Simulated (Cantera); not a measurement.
Input (Python, Cantera) and output of one run.

```python
import numpy as np
import cantera as ct

gas_names = """
    C CO CO2 C2 C2O C3 C3O2 C4 C5 Cu CuO Cu2 O O2 O3
""".split()
cond_names = """
    C(gr) Cu(cr) Cu(L) CuO(s) Cu2O(s) Cu2O(L)
""".split()


# ... load() reads the species with a 1 bar reference pressure and builds the phases ...
atoms = {
    'CuO': {'Cu': 1, 'O': 1},
    'C': {'C': 1},
    'CO': {'C': 1, 'O': 1},
}
top_T = {'C(gr)': 4500, 'CuO(s)': 1390}  # K; cautious upper limits of use, not melting points


# ... equilibrate(T, P, feed) seeds the gas with the atoms and calls Mixture.equilibrate('TP', solver="vcs", rtol=1e-11, max_steps=5000) ...
results = []
T = 2025  # K
P = 200  # Pa
for m in [0.45, 0.59, 0.75, 0.97, 1.3, 1.6, 2.1, 2.7, 3.4]:
    feed = {'CuO': 1, 'C': m, 'CO': 1.5}  # mol
    mix = equilibrate(T, P, feed)
    results.append((T, P, feed, dict(zip(mix.species_names, mix.species_moles))))

top = {s: max(r[3][s] / sum(r[3][g] for g in gas_names) for r in results) for s in gas_names}
cols = sorted((s for s in top if top[s] > 0.0001), key=lambda s: -top[s])[:7]
seen = [c for c in cond_names if any(r[3].get(c, 0) > 1e-12 for r in results)]
print("log10 of partial pressures in bar; condensed amounts in mol")
print(f"{'n(C)':>10s}" + "".join(f"{s[:9]:>10s}" for s in cols + seen))
for T, P, feed, n in results:
    ng = sum(n[g] for g in gas_names)
    print(f"{feed['C']:10.4g}" + "".join(f"{np.log10(max(n[s] / ng * P / 1e5, 1e-99)):10.3f}" for s in cols)
          + "".join(f"{n.get(c, 0):10.4g}" for c in seen))
```

Output:

```
log10 of partial pressures in bar; condensed amounts in mol
      n(C)        CO        Cu       CO2         O        O2       Cu2     C(gr)
      0.45    -3.022    -3.169    -3.430    -6.289    -6.394    -6.420         0
      0.59    -2.963    -3.189    -3.577    -6.495    -6.806    -6.460         0
      0.75    -2.910    -3.211    -3.814    -6.785    -7.386    -6.504         0
      0.97    -2.852    -3.240    -4.763    -7.792    -9.400    -6.560         0
       1.3    -2.845    -3.243   -10.334   -13.370   -20.555    -6.568       0.3
       1.6    -2.845    -3.243   -10.334   -13.370   -20.555    -6.568       0.6
       2.1    -2.845    -3.243   -10.334   -13.370   -20.555    -6.568       1.1
       2.7    -2.845    -3.243   -10.334   -13.370   -20.555    -6.568       1.7
       3.4    -2.845    -3.243   -10.334   -13.370   -20.555    -6.568       2.4
```

Equilibrium computed with Cantera from the NASA thermochemical tables; the gas is ideal and each condensed phase is pure.
